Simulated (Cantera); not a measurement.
Charge: 1 mol SiC, 0.6 mol O2, 310 mol H2, at 0.00110 bar.

Equilibrium computed with Cantera from the NASA thermochemical tables; the gas is ideal and each condensed phase is pure. Candidate condensed phases: C, C6H6, C7H8, C8H18, H2O, Si, SiC, SiO2; 123 gas species. Mutual solubility and eutectic melting of coexisting phases are not modelled. Equilibrium is a limit: real reactors are often held back by kinetics, nucleation or transport.

Question: Which condensed phases are stable at each of these points (T (°C)): 650, 850, 1050, 1250, 1450, 1650, 1850?

Answer: 
```csv
T (°C),condensed phases,Si condensed (%)
650,C(graphite) + SiC(s) + SiO2(β-quartz),100.0
850,SiC(s) + SiO2(β-quartz),99.9
1050,SiC(s),40.0
1250,SiC(s),39.9
1450,SiC(s),36.4
1650,gas only,0.0
1850,gas only,0.0
```

At 650 °C the condensed part is C(graphite) + SiC(s) + SiO2(β-quartz). At 850 °C the condensed part is SiC(s) + SiO2(β-quartz). From 1050 °C to 1450 °C the condensed part is SiC(s). From 1650 °C to 1850 °C nothing is condensed.
